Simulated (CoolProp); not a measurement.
Properties of tetrahydrofuran along the isobar 101 kPa (Tc = 540.2 K, pc = 5304 kPa, ω = 0.234).

Computed with CoolProp (reference Helmholtz-energy equation of state, Fiedler 2023).

```json
[
 {"T (K)": "176.2", "phase": "liquid", "density (kg/m³)": "1012", "Joule-Thomson coefficient (K/MPa)": "-0.5437", "isothermal compressibility (1/MPa)": "___", "expansivity (1/kK)": "1.055"},
 {"T (K)": "188.5", "phase": "liquid", "density (kg/m³)": "998.7", "Joule-Thomson coefficient (K/MPa)": "-0.5418", "isothermal compressibility (1/MPa)": "0.0004518", "expansivity (1/kK)": "___"},
 {"T (K)": "200.8", "phase": "liquid", "density (kg/m³)": "985.8", "Joule-Thomson coefficient (K/MPa)": "-0.5363", "isothermal compressibility (1/MPa)": "0.0004891", "expansivity (1/kK)": "1.069"},
 {"T (K)": "213.1", "phase": "liquid", "density (kg/m³)": "972.8", "Joule-Thomson coefficient (K/MPa)": "-0.5278", "isothermal compressibility (1/MPa)": "0.0005306", "expansivity (1/kK)": "1.081"},
 {"T (K)": "225.4", "phase": "liquid", "density (kg/m³)": "___", "Joule-Thomson coefficient (K/MPa)": "-0.5166", "isothermal compressibility (1/MPa)": "0.0005769", "expansivity (1/kK)": "1.096"},
 {"T (K)": "237.8", "phase": "liquid", "density (kg/m³)": "946.8", "Joule-Thomson coefficient (K/MPa)": "-0.5030", "isothermal compressibility (1/MPa)": "0.0006293", "expansivity (1/kK)": "1.115"},
 {"T (K)": "250.1", "phase": "liquid", "density (kg/m³)": "933.8", "Joule-Thomson coefficient (K/MPa)": "-0.4875", "isothermal compressibility (1/MPa)": "0.0006878", "expansivity (1/kK)": "1.136"},
 {"T (K)": "262.4", "phase": "liquid", "density (kg/m³)": "920.7", "Joule-Thomson coefficient (K/MPa)": "-0.4703", "isothermal compressibility (1/MPa)": "0.0007537", "expansivity (1/kK)": "___"},
 {"T (K)": "274.7", "phase": "liquid", "density (kg/m³)": "907.5", "Joule-Thomson coefficient (K/MPa)": "-0.4518", "isothermal compressibility (1/MPa)": "___", "expansivity (1/kK)": "1.187"},
 {"T (K)": "287", "phase": "liquid", "density (kg/m³)": "894.2", "Joule-Thomson coefficient (K/MPa)": "-0.4319", "isothermal compressibility (1/MPa)": "0.0009131", "expansivity (1/kK)": "1.217"}
]
```

Problem. Fill in the missing entries.

Solution. 
- 176.2, isothermal compressibility (1/MPa): 0.0004181
- 188.5, expansivity (1/kK): 1.060
- 225.4, density (kg/m³): 959.9
- 262.4, expansivity (1/kK): 1.160
- 274.7, isothermal compressibility (1/MPa): 0.0008283
